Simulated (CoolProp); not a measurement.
A simple Rankine cycle with R1336mzz(Z): condensing at 326.15 K, boiler at 0.586 MPa, turbine inlet 405.4 K, turbine efficiency 0.9, pump efficiency 0.6, no recuperator. Each further row changes one setting.

Model: reference Helmholtz-energy equation of state, McLinden 2020, in CoolProp.

| case | thermal efficiency (%) | net work (kJ/kg) | heat in (kJ/kg) | turbine exit temperature (K) | volume ratio over the turbine |
|---|---|---|---|---|---|
| as stated | 7.7 | 17.6 | 227 | 382.1 | 3.01 |
| turbine inlet 425.4 K | 7.5 | 18.8 | 249 | 402.2 | 2.98 |
| condensing temperature 318.15 K | 9.2 | 21.8 | 238 | 377.1 | 3.89 |
| boiler pressure 0.41 MPa | 5.3 | 12.2 | 230 | 390.3 | 2.08 |
| turbine efficiency 0.8 | 6.8 | 15.6 | 227 | 384.1 | 3.03 |
